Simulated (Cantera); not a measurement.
An isothermal, constant-pressure homogeneous reactor starts with 0.488 % CO, 8.85 % O2, 0.370 % H2O, 90.3 % N2, equivalence ratio 0.028, at 1200 K and 7.30 bar.

Computed with Cantera and GRI-Mech 3.0 (53 species, 325 reactions).

One state of this run: x CO = 0.00448; x O2 = 0.0883; x H2O = 0.00370; x H = 3.63e-8; x H2 = 1.25e-6. x: mole fraction; the columns are a selection and need not sum to one.

Task: Which value of t (s) does it belong to?
A) 0.203
B) 0.000983
C) 0.000459
D) 0.00451

Result: D, 0.00451
